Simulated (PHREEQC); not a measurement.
Dissolve 2.2 mol LiBr and 0.066 mol K2SO4 per kg of water at 16 °C. Closed to the air; pH follows from the charge balance.

Computed with PHREEQC (Pitzer model, pitzer.dat).

No solid was allowed to form.

Estimate the activity of water, osmotic coefficient, density.

activity of water 0.904; osmotic coefficient 1.221; density 1.135 g/cm³.
